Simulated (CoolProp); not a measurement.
Vapour-liquid equilibrium of n-pentane (1) + acetone (2) at 1.28 bar; x and y are mole fractions of (1).

Model: multi-fluid Helmholtz-energy mixture model, Thol 2019 and Lemmon 2006; pair parameters Bell 2016, in CoolProp.

**Question.** Give the bubble temperature and the first vapour's composition at x = 0.45, 0.55, 0.95. Is there an azeotrope?

**Answer.** x = 0.45: 313.5 K, y = 0.655; x = 0.55: 313.0 K, y = 0.679; x = 0.95: 314.5 K, y = 0.905. y crosses x between x = 0.65 and 0.75: the model has an azeotrope there.

The pair parameters rest on a limited set of measurements; away from them the model extrapolates.
